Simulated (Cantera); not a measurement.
Charge: 1 mol Al(CH₃)₃, 35 mol NH₃, 3.4 mol H₂, held at 2073.15 K and 98.0 mbar.

Cantera equilibrium calculation (NASA polynomials, part measured and part estimated; ideal gas, pure solids and liquids). Candidate condensed phases: Al, AlN, C, C₆H₆, C₇H₈, C₈H₁₈; 97 gas species. The feed counts by its element totals alone. The numbers say what is thermodynamically allowed, not how fast it happens.

Base state: H₂ 0.762, N₂ 0.216, HCN 0.00789, H 0.00734, Al 0.00549, C₂H₂ (acetylene) 0.000934, HNC 0.000510, AlH 0.000359 (mole fractions); condensed: AlN(s) + C(graphite).

Task: What changes in the equilibrium state with this change: temperature from 2073.15 K to 1448 K?

Result: 
```tsv
species	before	after
H₂	0.762	0.780
N₂	0.216	0.220
HCN	0.00789	0.000299
H	0.00734	2.60e-5
Al	0.00549	<1e-9
AlH	0.000359	<1e-9
C₂H₂ (acetylene)	0.000934	3.71e-6
HNC	0.000510	4.24e-6
CH₄	2.00e-5	0.000199
AlN(s), mol	0.542	1.00
C(graphite), mol	2.19	2.96
```
